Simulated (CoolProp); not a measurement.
Computed with CoolProp (reference Helmholtz-energy equation of state, Lemmon 2006). It is a short technical equation, of lower accuracy than the large ones.

Q: Give the vapour pressure (MPa), enthalpy of vaporisation (kJ/kg), liquid cp (kJ/(kg K)), vapour Z of saturated C3F8 (R218) at 192.2, 197.8 K.

A: 
```csv
T (K),p (MPa),enthalpy of vaporisation (kJ/kg),liquid cp (kJ/(kg K)),vapour Z
192.2,0.00784,120,0.887,0.991
197.8,0.0117,118,0.897,0.988
```
